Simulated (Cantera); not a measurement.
Cantera run:

```python
import numpy as np
import cantera as ct

gas_names = """
    NH3 H2O NO H2O2
""".split()
cond_names = """
    Ta2O5(s) Ta2O5(L) Ta(cr) Ta(L)
""".split()


# ... load() reads the species with a 1 bar reference pressure and builds the phases ...
species = {s.name: s for s in load("nasa_gas.yaml", gas_names) + load("nasa_condensed.yaml", cond_names)}
# Each term lists the table entries of one substance; the one whose range holds T is used.
reactions = {
    'Ta2O5 + 2 NH3(g) = 2 Ta + 3 H2O(g) + 2 NO(g)':
        [(-1, ['Ta2O5(s)', 'Ta2O5(L)']), (-2, ['NH3']), (2, ['Ta(cr)', 'Ta(L)']), (3, ['H2O']), (2, ['NO'])],
    '2 Ta + 5 H2O2(g) = Ta2O5 + 5 H2O(g)':
        [(-2, ['Ta(cr)', 'Ta(L)']), (-5, ['H2O2']), (1, ['Ta2O5(s)', 'Ta2O5(L)']), (5, ['H2O'])],
}


def pick(names, T):
    return next(species[n] for n in names if species[n].thermo.min_temp <= T <= species[n].thermo.max_temp)


results = []
for label, terms in reactions.items():
    print(label)
    print("     T/K   dH/kJ  dS/(J/K)   dG/kJ   log10 K")
    for T in [300, 1373, 1473, 1573, 1673, 1773, 1873, 1973, 2073, 2173]:
        used = [(nu, pick(names, T)) for nu, names in terms]
        dH = sum(nu * s.thermo.h(T) for nu, s in used) / 1e6
        dS = sum(nu * s.thermo.s(T) for nu, s in used) / 1e3
        dG = dH - T * dS / 1e3
        logK = -dG * 1e6 / (ct.gas_constant * T * np.log(10))
        results.append((label, T, dH, dS, dG, logK, [s.name for _, s in used]))
        print(f"{T:8g} {dH:8.1f} {dS:8.1f} {dG:8.1f} {logK:8.2f}")
```

It prints:

```
Ta2O5 + 2 NH3(g) = 2 Ta + 3 H2O(g) + 2 NO(g)
     T/K   dH/kJ  dS/(J/K)   dG/kJ   log10 K
     300   1594.9    542.2   1432.3  -249.38
    1373   1555.9    497.4    873.0   -33.21
    1473   1550.8    493.8    823.4   -29.20
    1573   1545.6    490.4    774.2   -25.71
    1673   1540.4    487.2    725.3   -22.65
    1773   1535.2    484.2    676.7   -19.94
    1873   1530.0    481.3    628.5   -17.53
    1973   1524.8    478.6    580.5   -15.37
    2073   1398.9    417.4    533.6   -13.45
    2173   1389.4    412.9    492.1   -11.83
2 Ta + 5 H2O2(g) = Ta2O5 + 5 H2O(g)
     T/K   dH/kJ  dS/(J/K)   dG/kJ   log10 K
     300  -2573.5   -168.0  -2523.1   439.30
    1373  -2546.8   -126.6  -2372.9    90.27
    1473  -2544.5   -125.0  -2360.3    83.70
    1573  -2542.1   -123.5  -2347.9    77.97
    1673  -2539.8   -122.0  -2335.6    72.92
    1773  -2537.3   -120.6  -2323.5    68.45
    1873  -2534.9   -119.3  -2311.5    64.46
    1973  -2532.4   -118.0  -2299.6    60.88
    2073  -2409.2    -58.1  -2288.8    57.67
    2173  -2402.4    -54.9  -2283.1    54.88
```

Cantera with NASA thermochemical tables; ideal gases at 1 bar, condensed phases pure. Condensed species are held in their standard states even where they would react or evaporate.
